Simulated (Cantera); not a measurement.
Input (Python, Cantera) and output of one run.

```python
import numpy as np
import cantera as ct

gas_names = [...]  # 96 gases of nasa_gas.yaml made of C, Cl, H, Ti
cond_names = """
    C(gr) C6H6(L) C7H8(L) C8H18(L),n-octa Ti(a) Ti(b) Ti(L) TiC(s) TiC(L) TiCL2(s) TiCL3(s) TiCL4(L)
""".split()


# ... load() reads the species with a 1 bar reference pressure and builds the phases ...
atoms = {
    'TiCl4': {'Ti': 1, 'CL': 4},
    'CH4': {'C': 1, 'H': 4},
}
top_T = {'C(gr)': 4500, 'TiCL2(s)': 1300, 'TiCL3(s)': 1000}  # K; cautious upper limits of use, not melting points


# ... equilibrate(T, P, feed) seeds the gas with the atoms and calls Mixture.equilibrate('TP', solver="vcs", rtol=1e-11, max_steps=5000) ...
results = []
feed = {'TiCl4': 1, 'CH4': 0.32}  # mol
P = 2000  # Pa
for T in [1075, 1175, 1275, 1375, 1475, 1575, 1675]:
    mix = equilibrate(T, P, feed)
    results.append((T, P, feed, dict(zip(mix.species_names, mix.species_moles))))

top = {s: max(r[3][s] / sum(r[3][g] for g in gas_names) for r in results) for s in gas_names}
cols = sorted((s for s in top if top[s] > 1e-06), key=lambda s: -top[s])[:7]
seen = [c for c in cond_names if any(r[3].get(c, 0) > 1e-12 for r in results)]
print("log10 of partial pressures in bar; condensed amounts in mol")
print(f"{'T/K':>10s}" + "".join(f"{s[:9]:>10s}" for s in cols + seen))
for T, P, feed, n in results:
    ng = sum(n[g] for g in gas_names)
    print(f"{T:10.4g}" + "".join(f"{np.log10(max(n[s] / ng * P / 1e5, 1e-99)):10.3f}" for s in cols)
          + "".join(f"{n.get(c, 0):10.4g}" for c in seen))
```

Output:

```
log10 of partial pressures in bar; condensed amounts in mol
       T/K       HCL     TiCL4     TiCL3        H2     TiCL2        CL         H     C(gr)    TiC(s)
      1075    -2.344    -2.019    -3.054    -2.300    -7.868    -9.071    -8.984    0.2397   0.08018
      1175    -2.207    -2.085    -2.786    -2.405    -6.944    -7.974    -8.114     0.216    0.1039
      1275    -2.116    -2.170    -2.583    -2.527    -6.182    -7.056    -7.396    0.2014    0.1186
      1375    -2.058    -2.273    -2.432    -2.654    -5.548    -6.278    -6.792    0.1975    0.1225
      1475    -2.022    -2.389    -2.324    -2.779    -5.014    -5.612    -6.276    0.2019    0.1181
      1575    -2.001    -2.516    -2.248    -2.893    -4.563    -5.036    -5.828    0.2106    0.1094
      1675    -1.988    -2.647    -2.198    -2.995    -4.177    -4.533    -5.432    0.2202   0.09976
```

These are equilibrium values from Cantera (NASA tables, ideal gas, pure condensed phases), not measurements of a reactor. The tables' values for TiCl2 are old estimates; treat these amounts as uncertain. TiC: taken at fixed stoichiometry.
